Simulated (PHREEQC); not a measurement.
Solution (55 °C): 0.22 mol HNO3 and 0.0026 mol K2SO4 per kg of water. Closed to the air; pH follows from the charge balance.

Model: ion-association model, phreeqc.dat, run in PHREEQC.

Each row changes one thing in this solution. This is a speciation only: nothing precipitates in the calculation.

```
case                                            pH  ionic strength (mol/kgw)  HSO4- (mol/kgw)  SO4-2 (mol/kgw)
--------------------------------------------  ----  ------------------------  ---------------  ---------------
as made                                       0.77                     0.223          0.00240         0.000194
diluted 2-fold with water                     1.05                     0.112          0.00115         0.000146
0.068 mol/kgw CdBr2 added                     0.78                     0.317          0.00231         0.000215
temperature from 55 to 40 °C                  0.77                     0.223          0.00233         0.000267
K2SO4 from 0.0026 to 0.013 mol/kgw            0.79                     0.235           0.0119          0.00103
K2SO4 replaced by MgSO4 at the same molality  0.77                     0.226          0.00239         0.000194
```

At this temperature some constants are extrapolated from 25 °C, and those without enthalpy data are left unchanged.
